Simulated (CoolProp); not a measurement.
Cyclohexane along the isotherm 42.75 °C: Z from the reference equation and from simpler models built on Tc = 280.5 °C, pc = 4.081 MPa, ω = 0.209; each cubic takes its own stable root.

Computed with CoolProp (reference Helmholtz-energy equation of state, Zhou 2014).

| p (MPa) | phase | reference |
|---|---|---|
| 1.28 | liquid | 0.05409 |
| 2.55 | liquid | 0.1076 |
| 3.83 | liquid | 0.1613 |
| 5.1 | liquid | 0.2145 |
| 6.38 | liquid | 0.2679 |
| 7.65 | liquid | 0.3208 |
| 8.93 | liquid | 0.3739 |
| 10.2 | liquid | 0.4264 |
| 11.5 | liquid | 0.4800 |
| 12.8 | liquid | 0.5335 |
| 14 | liquid | 0.5828 |
| 15.3 | liquid | 0.6360 |
| 16.6 | liquid | 0.6891 |
| 17.9 | liquid | 0.7420 |
| 19.1 | liquid | 0.7908 |
| 20.4 | liquid | 0.8434 |

**Question.** How far does each simpler model (Soave-Redlich-Kwong, Peng-Robinson) lie from the reference over these 16 states: mean and median of the absolute difference, and the worst?

**Answer.** 
- Soave-Redlich-Kwong: mean 6.5 %, median 6.5 %, worst +7.0 % at 42.75 °C and 1.28 MPa
- Peng-Robinson: mean 5.3 %, median 5.3 %, worst -5.4 % at 42.75 °C and 20.4 MPa
